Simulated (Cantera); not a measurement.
A Cantera script and its output.

```python
import numpy as np
import cantera as ct

gas = ct.Solution("gri30.yaml")
gas.TPX = 1850, 1333, {'NO': 1, 'N2': 0.11}
reactor = ct.IdealGasConstPressureReactor(gas, energy="off", clone=False)
net = ct.ReactorNet([reactor])
net.rtol, net.atol = 1e-08, 1e-18
show = ['NO', 'O', 'O2', 'NO2', 'N2']
times = np.geomspace(1e-05, 6, 9)

steps = ct.SolutionArray(gas, extra=["t"])
rows = []
print(f"{'t/s':>10s}{'T/K':>9s}{'P/Pa':>11s}" + "".join(f"{s:>11s}" for s in show))
for t in times:
    while net.time < t:
        t_next = net.step()
        steps.append(gas.state, t=t_next)
    rows.append([np.interp(t, steps.t, y) for y in (steps.T, steps.P, *steps(*show).X.T)])
    print(f"{t:10.3e}{rows[-1][0]:9.1f}{rows[-1][1]:11.4g}" + "".join(f"{x:11.3e}" for x in rows[-1][2:]))
rate = np.gradient(steps.T, steps.t)
print("integrator steps:", len(steps.t))
if steps.T.max() > steps.T[0] + 200:
    print(f"time of steepest temperature rise: {steps.t[rate.argmax()]:.4e} s")
gas.TPX = 1850, 1333, {'NO': 1, 'N2': 0.11}
gas.equilibrate("TP")
print(f"equilibrium (TP): T = {gas.T:.1f} K  " + "  ".join(f"{s} {gas[s].X[0]:.3e}" for s in show))
```

It prints:

```
       t/s      T/K       P/Pa         NO          O         O2        NO2         N2
 1.000e-05   1850.0       1333  9.009e-01  3.872e-08  1.614e-12  3.443e-12  9.910e-02
 5.276e-05   1850.0       1333  9.009e-01  2.042e-07  4.496e-11  9.585e-11  9.910e-02
 2.783e-04   1850.0       1333  9.009e-01  1.077e-06  1.252e-09  2.656e-09  9.910e-02
 1.468e-03   1850.0       1333  9.009e-01  5.660e-06  3.482e-08  7.188e-08  9.910e-02
 7.746e-03   1850.0       1333  9.008e-01  2.943e-05  1.005e-06  1.728e-06  9.910e-02
 4.086e-02   1850.0       1333  9.005e-01  1.404e-04  4.004e-05  1.935e-05  9.916e-02
 2.156e-01   1850.0       1333  8.986e-01  2.734e-04  8.764e-04  3.251e-05  1.000e-01
 1.137e+00   1850.0       1333  8.877e-01  3.079e-04  6.257e-03  4.311e-05  1.054e-01
 6.000e+00   1850.0       1333  8.287e-01  4.286e-04  3.565e-02  8.085e-05  1.349e-01
integrator steps: 454
equilibrium (TP): T = 1850.0 K  NO 5.978e-03  O 1.123e-03  O2 4.466e-01  NO2 2.277e-06  N2 5.463e-01
```

Computed with Cantera and GRI-Mech 3.0 (53 species, 325 reactions). Radical loss at walls, strong at low pressure, is not modelled.
